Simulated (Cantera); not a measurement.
Charge: 1 mol Al2O3, 7.4 mol H2, equilibrated at 1773 K and 25.0 Pa.

These are equilibrium values from Cantera (NASA tables, ideal gas, pure condensed phases), not measurements of a reactor. Candidate condensed phases: Al, Al2O3, H2O; 19 gas species. The numbers say what is thermodynamically allowed, not how fast it happens.

Base state: H2 0.982, H 0.0178, H2O 0.000216, Al 0.000131 (mole fractions); condensed: Al2O3(s).

Task: What changes in the equilibrium state with this change: temperature from 1773 K to 1448 K?

Result: 
| species | before | after |
|---|---|---|
| H2 | 0.982 | 0.999 |
| H | 0.0178 | 0.000583 |
| H2O | 0.000216 | 1.92e-6 |
| Al | 0.000131 | 1.21e-6 |
| Al2O3(s), mol | 0.999 | 1.000 |
